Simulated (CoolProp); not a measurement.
Saturation properties of R125.

The numbers come from the reference Helmholtz-energy equation of state, Lemmon 2005 in CoolProp.

```tsv
T (K)	p (kPa)	enthalpy of vaporisation (kJ/kg)	liquid viscosity (µPa s)	vapour viscosity (µPa s)
252.1	324.3	148.1	275	10.9
253.9	346.9	146.9	268	11.0
255.8	372.0	145.7	260	11.1
257.6	397.1	144.4	254	11.1
259.5	424.9	143.1	247	11.2
261.3	452.6	141.9	241	11.3
263.2	483.3	140.6	235	11.4
265	513.9	139.3	229	11.5
266.9	547.6	137.9	223	11.6
268.7	581.1	136.6	217	11.7
270.6	618.1	135.1	211	11.8
272.4	654.8	133.7	206	11.9
274.3	695.2	132.3	200	12.0
276.1	735.2	130.8	195	12.1
278	779.3	129.3	190	12.2
```

It boils at 225.1 K under 1 atm.

Viscosity comes from a separate model (Huber 2006).
